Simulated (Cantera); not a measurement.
Cantera run:

```python
import numpy as np
import cantera as ct

gas_names = [...]  # 130 gases of nasa_gas.yaml made of C, H, Mg, O, S
cond_names = """
    C(gr) C6H6(L) C7H8(L) C8H18(L),n-octa H2O(s) H2O(L) H2SO4(L) Mg(cr) Mg(L) MgCO3(s) MgO(s) MgO(L)
    MgO2H2(s) MgS(s) MgSO4(s) MgSO4(L) S(cr1) S(cr2) S(L)
""".split()


# ... load() reads the species with a 1 bar reference pressure and builds the phases ...
atoms = {
    'MgCO3': {'Mg': 1, 'C': 1, 'O': 3},
    'H2S': {'H': 2, 'S': 1},
    'H2O': {'H': 2, 'O': 1},
}
top_T = {'C(gr)': 4500, 'MgS(s)': 2250}  # K; cautious upper limits of use, not melting points


# ... equilibrate(T, P, feed) seeds the gas with the atoms and calls Mixture.equilibrate('TP', solver="vcs", rtol=1e-11, max_steps=5000) ...
results = []
feed = {'MgCO3': 1, 'H2S': 0.34, 'H2O': 0.39}  # mol
P = 13332.2  # Pa
for T in [1123, 1223, 1323, 1423, 1523, 1623, 1723, 1823]:
    mix = equilibrate(T, P, feed)
    results.append((T, P, feed, dict(zip(mix.species_names, mix.species_moles))))

top = {s: max(r[3][s] / sum(r[3][g] for g in gas_names) for r in results) for s in gas_names}
cols = sorted((s for s in top if top[s] > 1e-06), key=lambda s: -top[s])[:6]
seen = [c for c in cond_names if any(r[3].get(c, 0) > 1e-12 for r in results)]
print("log10 of partial pressures in bar; condensed amounts in mol")
print(f"{'T/K':>10s}" + "".join(f"{s[:9]:>10s}" for s in cols + seen))
for T, P, feed, n in results:
    ng = sum(n[g] for g in gas_names)
    print(f"{T:10.4g}" + "".join(f"{np.log10(max(n[s] / ng * P / 1e5, 1e-99)):10.3f}" for s in cols)
          + "".join(f"{n.get(c, 0):10.4g}" for c in seen))
```

Result:

```
log10 of partial pressures in bar; condensed amounts in mol
       T/K       CO2       H2O        CO       H2S       SO2        H2    MgO(s)
      1123    -1.188    -1.434    -2.098    -1.893    -3.503    -2.383         1
      1223    -1.223    -1.409    -1.926    -2.071    -3.090    -2.276         1
      1323    -1.260    -1.395    -1.801    -2.266    -2.739    -2.204         1
      1423    -1.301    -1.391    -1.701    -2.459    -2.465    -2.146         1
      1523    -1.348    -1.396    -1.617    -2.643    -2.262    -2.093         1
      1623    -1.399    -1.405    -1.547    -2.816    -2.114    -2.045         1
      1723    -1.453    -1.418    -1.491    -2.984    -2.007    -2.001         1
      1823    -1.508    -1.431    -1.447    -3.151    -1.931    -1.963         1
```

Method: chemical equilibrium by Gibbs-energy minimisation in Cantera with the NASA 1993 tables (ideal gas, pure condensed phases). Gases not in the tables: S3 to S7.
